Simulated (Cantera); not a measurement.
Input: 1 mol SO2, 0.53 mol H2, held at 1 atm.

Cantera equilibrium calculation (NASA polynomials, part measured and part estimated; ideal gas, pure solids and liquids). Candidate condensed phases: H2O, H2SO4, S; 19 gas species. Kinetics and transport are ignored. All values below are at 2148 K.

Base state: SO2 0.512, H2O 0.308, SO 0.0554, S2 0.0545, H2 0.0526, SH 0.00520, H2S 0.00502, S2O 0.00366 (mole fractions); condensed: gas only.

Q: What changes in the equilibrium state with this change: H2 from 0.53 to 0.27 mol?

A: 
```
species   before    after
-------  -------  -------
SO2        0.512    0.689
H2O        0.308    0.192
SO        0.0554   0.0552
H2        0.0526   0.0243
S2        0.0545   0.0296
H2S      0.00502  0.00171
SH       0.00520  0.00260
O2       2.26e-5  4.13e-5
SO3      9.36e-6  1.70e-5
```

Q: What changes in the equilibrium state with this change: pressure from 1 atm to 10.0 mbar?

A: 
```
species    before     after
-------  --------  --------
SO2         0.512     0.476
H2O         0.308     0.237
SO         0.0554     0.131
H2         0.0526     0.103
H        0.000950    0.0134
S         0.00182    0.0109
S2         0.0545    0.0194
O         9.10e-6  0.000363
O2        2.26e-5  0.000354
H2S       0.00502  0.000582
S2O       0.00366  0.000512
```
